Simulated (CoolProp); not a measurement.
A closed Brayton cycle with carbon dioxide: compressor inlet 323.15 K and 9.8 MPa, high pressure 32.8 MPa, turbine inlet 645 K, compressor efficiency 0.89, turbine efficiency 0.9, recuperator effectiveness 0.8 (on enthalpy, no pinch check). Each further row changes one setting.

Values from CoolProp's reference Helmholtz-energy equation of state, Span 1996.

```json
[
 {"case": "as stated", "thermal efficiency (%)": "25.5", "net work (kJ/kg)": "62.6", "compressor to turbine work": "0.45", "compressor exit (K)": "401.8", "turbine exit (K)": "518.4"},
 {"case": "turbine inlet 595 K", "thermal efficiency (%)": "22.4", "net work (kJ/kg)": "49.9", "compressor to turbine work": "0.51", "compressor exit (K)": "401.8", "turbine exit (K)": "473.4"},
 {"case": "compressor inlet 333.15 K", "thermal efficiency (%)": "23.0", "net work (kJ/kg)": "51.6", "compressor to turbine work": "0.55", "compressor exit (K)": "429.0", "turbine exit (K)": "518.4"},
 {"case": "high pressure 27.9 MPa", "thermal efficiency (%)": "25.0", "net work (kJ/kg)": "58.5", "compressor to turbine work": "0.42", "compressor exit (K)": "391.0", "turbine exit (K)": "534.9"},
 {"case": "recuperator effectiveness 0.5", "thermal efficiency (%)": "21.7", "net work (kJ/kg)": "62.6", "compressor to turbine work": "0.45", "compressor exit (K)": "401.8", "turbine exit (K)": "518.4"}
]
```
